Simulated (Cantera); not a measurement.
A perfectly stirred reactor is fed with 27.0 % H₂, 15.3 % O₂, 57.7 % N₂, at 1000000 Pa; it is adiabatic with a 375 K inlet, and is followed from long to short residence time, starting on the burning branch (τ in s: 0.096, 0.042, 0.018, 0.008, 0.0035, 0.0015, 0.00067, 0.00029, 0.00013, 5.6e-05, 2.5e-05, 1.1e-05, 4.7e-06).

Cantera simulation using GRI-Mech 3.0 (53 species, 325 reactions); the numbers are that mechanism's predictions, not measurements. The hydrogen kinetics of GRI-Mech 3.0 are dated; newer H2 mechanisms differ, most at raised pressure.

**Question.** Predict: blow-out, bracketed by the residence times tried; x(H₂) at τ = 96.0 ms; x(O₂) at τ = 96.0 ms; x(OH) at τ = 96.0 ms; x(H₂O) at τ = 96.0 ms; x(NO) at τ = 96.0 ms; x(H₂) at τ = 0.670 ms; x(O₂) at τ = 0.670 ms; x(OH) at τ = 0.670 ms; x(H₂O) at τ = 0.670 ms; x(NO) at τ = 0.670 ms.

**Answer.** blow-out, bracketed by the residence times tried: burning at 4.70 µs, the shortest tried
x(H₂) at τ = 96.0 ms: 0.00202
x(O₂) at τ = 96.0 ms: 0.0187
x(OH) at τ = 96.0 ms: 0.00482
x(H₂O) at τ = 96.0 ms: 0.306
x(NO) at τ = 96.0 ms: 0.00424
x(H₂) at τ = 0.670 ms: 0.00376
x(O₂) at τ = 0.670 ms: 0.0211
x(OH) at τ = 0.670 ms: 0.00618
x(H₂O) at τ = 0.670 ms: 0.303
x(NO) at τ = 0.670 ms: 0.000313
